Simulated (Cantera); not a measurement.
An isothermal, constant-pressure homogeneous reactor starts with N2O : H2 : N2 = 1 : 0.027 : 1.6 (molar parts), at 1050 K and 0.0267 bar. Integrator tolerance rtol = 1e-08.

Detailed kinetics in Cantera: GRI-Mech 3.0 (53 species, 325 reactions). GRI-Mech 3.0 was tuned for natural gas; its chemistry of N2O as a main component is partial and can be far from experiment. Radical loss at walls, strong at low pressure, is not modelled. The mechanism lacks the step 2 NO + O2 → 2 NO2, which can matter for NO2 below about 1400 K. The temperature is held fixed by assumption; the heat of reaction is taken as removed at once.

Q: What does this change do: N2O 1 to 0.31 parts?

A: 
| quantity | before | after |
|---|---|---|
| x(N2O) at 10.0 s | 0.367 (gas-phase equilibrium 6.21e-10) | 0.145 (gas-phase equilibrium 4.51e-10) |
| x(H2) at 10.0 s | 3.39e-6 (gas-phase equilibrium 4.89e-11) | 8.50e-7 (gas-phase equilibrium 1.11e-10) |
| x(OH) at 10.0 s | 1.18e-6 (gas-phase equilibrium 1.98e-7) | 1.56e-6 (gas-phase equilibrium 1.97e-7) |
| x(O) at 10.0 s | 1.22e-7 (gas-phase equilibrium 1.63e-9) | 1.20e-7 (gas-phase equilibrium 1.08e-9) |
| x(H) at 10.0 s | 4.23e-10 (gas-phase equilibrium <1e-12) | 6.19e-10 (gas-phase equilibrium <1e-12) |
| x(O2) at 10.0 s | 0.00115 (gas-phase equilibrium 0.156) | 0.000445 (gas-phase equilibrium 0.0681) |
| x(HO2) at 10.0 s | 1.60e-7 (gas-phase equilibrium 1.90e-10) | 1.18e-7 (gas-phase equilibrium 1.25e-10) |

Q: What does this change do: pressure from 0.0267 bar to 0.133 bar?

A: 
| quantity | before | after |
|---|---|---|
| x(N2O) at 10.0 s | 0.367 (gas-phase equilibrium 6.21e-10) | 0.356 (gas-phase equilibrium 1.39e-9) |
| x(H2) at 10.0 s | 3.39e-6 (gas-phase equilibrium 4.89e-11) | 2.10e-9 (gas-phase equilibrium 2.19e-11) |
| x(OH) at 10.0 s | 1.18e-6 (gas-phase equilibrium 1.98e-7) | 1.46e-6 (gas-phase equilibrium 1.32e-7) |
| x(O) at 10.0 s | 1.22e-7 (gas-phase equilibrium 1.63e-9) | 1.15e-7 (gas-phase equilibrium 7.29e-10) |
| x(H) at 10.0 s | 4.23e-10 (gas-phase equilibrium <1e-12) | 8.09e-11 (gas-phase equilibrium <1e-12) |
| x(O2) at 10.0 s | 0.00115 (gas-phase equilibrium 0.156) | 0.00565 (gas-phase equilibrium 0.156) |
| x(HO2) at 10.0 s | 1.60e-7 (gas-phase equilibrium 1.90e-10) | 6.74e-8 (gas-phase equilibrium 2.84e-10) |
